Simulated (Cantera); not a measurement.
## Premixed flame

A freely propagating, adiabatic, planar premixed flame of 33.3 % H₂, 12.8 % O₂, 53.9 % N₂, unburnt at 550 K and 6.02 atm; multicomponent+Soret transport, grid criteria slope 0.08 and curve 0.16, no radiation.

Cantera simulation using the H2/O2 subset of GRI-Mech 3.0, which has no nitrogen chemistry; the numbers are that mechanism's predictions, not measurements. The hydrogen kinetics of GRI-Mech 3.0 are dated; newer H2 mechanisms differ, most at raised pressure. Burning velocities carry a grid error of a few per cent, more on coarse grids.

```json
[
 {"z (mm)": "-0.128", "T (K)": "550", "u (m/s)": "5.97", "x H₂": "0.333", "x O₂": "0.128", "x H₂O": "<1e-8", "x HO₂": "<1e-8", "x O": "<1e-8", "x OH": "<1e-8"},
 {"z (mm)": "-0.0854", "T (K)": "550", "u (m/s)": "5.97", "x H₂": "0.333", "x O₂": "0.128", "x H₂O": "8.46e-8", "x HO₂": "<1e-8", "x O": "<1e-8", "x OH": "<1e-8"},
 {"z (mm)": "-0.0641", "T (K)": "550", "u (m/s)": "5.97", "x H₂": "0.332", "x O₂": "0.128", "x H₂O": "8.78e-7", "x HO₂": "1.12e-7", "x O": "<1e-8", "x OH": "<1e-8"},
 {"z (mm)": "-0.0427", "T (K)": "551", "u (m/s)": "5.96", "x H₂": "0.329", "x O₂": "0.129", "x H₂O": "1.57e-5", "x HO₂": "2.60e-6", "x O": "5.15e-8", "x OH": "<1e-8"},
 {"z (mm)": "-0.0214", "T (K)": "595", "u (m/s)": "6.19", "x H₂": "0.299", "x O₂": "0.133", "x H₂O": "0.00230", "x HO₂": "0.000478", "x O": "8.36e-6", "x OH": "3.57e-5"},
 {"z (mm)": "-0.0107", "T (K)": "884", "u (m/s)": "8.87", "x H₂": "0.255", "x O₂": "0.126", "x H₂O": "0.0301", "x HO₂": "0.000892", "x O": "0.000276", "x OH": "0.00105"},
 {"z (mm)": "0", "T (K)": "1343", "u (m/s)": "13.2", "x H₂": "0.188", "x O₂": "0.0904", "x H₂O": "0.105", "x HO₂": "0.000399", "x O": "0.00231", "x OH": "0.00287"},
 {"z (mm)": "0.0107", "T (K)": "1674", "u (m/s)": "16.4", "x H₂": "0.125", "x O₂": "0.0455", "x H₂O": "0.188", "x HO₂": "0.000174", "x O": "0.00454", "x OH": "0.00660"},
 {"z (mm)": "0.0214", "T (K)": "1855", "u (m/s)": "18.1", "x H₂": "0.0931", "x O₂": "0.0204", "x H₂O": "0.233", "x HO₂": "7.17e-5", "x O": "0.00475", "x OH": "0.00967"},
 {"z (mm)": "0.0427", "T (K)": "2026", "u (m/s)": "19.6", "x H₂": "0.0800", "x O₂": "0.00733", "x H₂O": "0.258", "x HO₂": "2.36e-5", "x O": "0.00379", "x OH": "0.0116"},
 {"z (mm)": "0.0854", "T (K)": "2171", "u (m/s)": "20.8", "x H₂": "0.0792", "x O₂": "0.00366", "x H₂O": "0.270", "x HO₂": "1.08e-5", "x O": "0.00230", "x OH": "0.0108"},
 {"z (mm)": "0.171", "T (K)": "2286", "u (m/s)": "21.8", "x H₂": "0.0793", "x O₂": "0.00183", "x H₂O": "0.279", "x HO₂": "4.98e-6", "x O": "0.00112", "x OH": "0.00844"},
 {"z (mm)": "0.342", "T (K)": "2364", "u (m/s)": "22.4", "x H₂": "0.0792", "x O₂": "0.000776", "x H₂O": "0.287", "x HO₂": "1.91e-6", "x O": "0.000457", "x OH": "0.00582"}
]
```
x: mole fraction of selected species; z is measured from the peak of heat release.

```
Item                         Result
------------------------  ---------
laminar burning velocity   597 cm/s
thermal thickness         0.0427 mm
peak x(HO₂)                 0.00106
peak x(O)                   0.00482
peak x(OH)                   0.0117
grid points                     109
```
